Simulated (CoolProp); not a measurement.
Neopentane along the isobar 28.3 bar: density (kg/m³) from the reference equation and from simpler models built on Tc = 160.6 °C, pc = 31.96 bar, ω = 0.196; each cubic takes its own stable root.

The numbers come from the reference Helmholtz-energy equation of state, Lemmon 2006 in CoolProp. It is a short technical equation, of lower accuracy than the large ones.

```json
[
 {"T (°C)": "70.45", "phase": "liquid", "reference": "536.3"},
 {"T (°C)": "99.95", "phase": "liquid", "reference": "494.2"},
 {"T (°C)": "129.45", "phase": "liquid", "reference": "437.7"},
 {"T (°C)": "158.95", "phase": "gas", "reference": "104.6"},
 {"T (°C)": "188.35", "phase": "gas", "reference": "76.38"},
 {"T (°C)": "217.85", "phase": "gas", "reference": "64.70"},
 {"T (°C)": "247.35", "phase": "gas", "reference": "57.31"},
 {"T (°C)": "276.85", "phase": "gas", "reference": "51.96"}
]
```

Q: How far does each simpler model (Redlich-Kwong, Peng-Robinson) lie from the reference over these 8 states: mean and median of the absolute difference, and the worst?

A: 
- Redlich-Kwong: mean 5.5 %, median 2.1 %, worst -15.3 % at 129.45 °C and 28.3 bar
- Peng-Robinson: mean 2.7 %, median 2.5 %, worst +5.7 % at 70.45 °C and 28.3 bar
